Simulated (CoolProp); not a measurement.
Vapour-liquid equilibrium of n-octane (1) + ethylbenzene (2) at 458.2 K; x and y are mole fractions of (1).

Model: multi-fluid Helmholtz-energy mixture model, Beckmüller 2019 and Zhou 2012; pair parameters Bell 2016, in CoolProp.

```csv
x,"bubble pressure, mixture model (MPa)","bubble pressure, Raoult's law (MPa)","y, mixture model","y, Raoult's law"
0.05,0.3288,0.3251,0.071,0.063
0.15,0.3438,0.3343,0.198,0.185
0.25,0.3568,0.3435,0.310,0.300
0.35,0.3683,0.3526,0.412,0.409
0.45,0.3783,0.3618,0.508,0.513
0.55,0.3871,0.3710,0.598,0.611
0.65,0.3947,0.3801,0.687,0.705
0.75,0.4011,0.3893,0.775,0.794
0.85,0.4064,0.3985,0.863,0.879
0.95,0.4106,0.4076,0.954,0.961
```

The largest gap from Raoult's law is +4.6 % in bubble pressure, at x = 0.45. No azeotrope shows between x = 0.05 and 0.95.

The pair parameters rest on a limited set of measurements; away from them the model extrapolates.
